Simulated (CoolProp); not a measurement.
Nitrogen at 339.42 K and 6.49 MPa flows at 3.9 m/s in a round tube of 25 mm bore and 15 µm roughness, fully developed (64/Re and Nu = 3.66 if laminar; Colebrook and Gnielinski if turbulent). Each further row changes one setting.

Values from CoolProp's reference Helmholtz-energy equation of state, Span 2000.

| case | Reynolds number | Darcy friction factor | pressure drop (Pa/m) | heat-transfer coefficient (W/(m² K)) | mass flow (kg/h) |
|---|---|---|---|---|---|
| as stated | 301000 | 0.0187 | 363 | 732 | … |
| velocity 7.8 m/s | 602000 | 0.0181 | … | 1410 | … |
| diameter 50 mm | 602000 | … | … | … | 1760 |

Problem. What belongs in the gaps?

Solution. 
- as stated, mass flow (kg/h): 439
- velocity 7.8 m/s, pressure drop (Pa/m): 1400
- velocity 7.8 m/s, mass flow (kg/h): 878
- diameter 50 mm, Darcy friction factor: 0.0161
- diameter 50 mm, pressure drop (Pa/m): 156
- diameter 50 mm, heat-transfer coefficient (W/(m² K)): 622

Viscosity comes from a separate model (Lemmon 2004). Thermal conductivity comes from a separate model (Lemmon 2004).
